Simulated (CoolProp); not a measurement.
A Linde-Hampson liquefier for normal hydrogen: isothermal reversible compression at 290 K from 1 atm to 10 MPa, throttling to 1 atm, return gas leaving the recuperator 0 K below the feed. Each further row changes one setting.

Computed with CoolProp (reference Helmholtz-energy equation of state, Leachman 2009).

| case | compression work (kJ/kg of gas) |
|---|---|
| as stated | 5560 |
| high pressure 20 MPa | 6470 |
| warm-end temperature 320 K | 6130 |
| warm-end gap 5 K | 5560 |
